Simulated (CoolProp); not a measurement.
Properties of R245fa along the isobar 1.59 MPa.

Computed with CoolProp (reference Helmholtz-energy equation of state, Akasaka 2015).

```csv
T (K),phase,cp (kJ/(kg K)),fugacity coefficient
332.8,liquid,1.404,0.2692
348.1,liquid,1.457,0.3907
363.4,liquid,1.525,0.5413
378.7,liquid,1.628,0.7195
394.1,gas,1.309,0.8053
409.4,gas,1.251,0.8323
424.7,gas,1.227,0.8543
440,gas,1.219,0.8728
```
